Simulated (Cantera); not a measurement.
What does this Cantera script print?

```python
import numpy as np
import cantera as ct

gas_names = """
    O2 CL2
""".split()
cond_names = """
    Sr(b) SrCL2(b) SrO(s)
""".split()


# ... load() reads the species with a 1 bar reference pressure and builds the phases ...
species = {s.name: s for s in load("nasa_gas.yaml", gas_names) + load("nasa_condensed.yaml", cond_names)}
T = 1025
g = {n: (s.thermo.h(T) - T * s.thermo.s(T)) / (ct.gas_constant * T * np.log(10)) for n, s in species.items()}
valid = cond_names  # the entries whose range holds T


def stable(la, lb):
    # potentials (over RT ln 10) of the two non-metals from log10 p(O2) and log10 p(CL2) in bar
    mu = {}
    mu["O"] = (g["O2"] + la) / 2
    mu["Cl"] = (g["CL2"] + lb) / 2
    cost = {}
    for n in valid:
        c = species[n].composition
        cost[n] = (g[n] - sum(c.get(e, 0) * m for e, m in mu.items())) / c["Sr"]
    return min(cost, key=cost.get)


results = []
for lb in [1, -1.6, -4.2, -6.8, -9.4, -12, -14.6, -17.2, -19.8, -22.4, -25]:
    row = [stable(la, lb) for la in [-26, -24.3, -22.5, -20.8, -19.1, -17.3, -15.6, -13.9, -12.1, -10.4, -8.7, -6.9, -5.2, -3.5, -1.7, 0]]
    results.append(row)
    print(f"{lb:6.1f}  " + " ".join(f"{valid.index(n):x}" for n in row))
print("key: " + ", ".join(f"{i:x} {n}" for i, n in enumerate(valid)))
```

Result:

```
   1.0  1 1 1 1 1 1 1 1 1 1 1 1 1 1 1 1
  -1.6  1 1 1 1 1 1 1 1 1 1 1 1 1 1 1 1
  -4.2  1 1 1 1 1 1 1 1 1 1 1 1 1 1 1 1
  -6.8  1 1 1 1 1 1 1 1 1 1 1 1 1 1 1 1
  -9.4  1 1 1 1 1 1 1 1 1 1 1 1 1 1 1 2
 -12.0  1 1 1 1 1 1 1 1 1 1 1 1 2 2 2 2
 -14.6  1 1 1 1 1 1 1 1 1 2 2 2 2 2 2 2
 -17.2  1 1 1 1 1 1 2 2 2 2 2 2 2 2 2 2
 -19.8  1 1 1 2 2 2 2 2 2 2 2 2 2 2 2 2
 -22.4  2 2 2 2 2 2 2 2 2 2 2 2 2 2 2 2
 -25.0  2 2 2 2 2 2 2 2 2 2 2 2 2 2 2 2
key: 0 Sr(b), 1 SrCL2(b), 2 SrO(s)
```

Standard-state values (1 bar) from the NASA 1993 polynomials, evaluated with Cantera. Not in the tables: the peroxide, oxide halides.
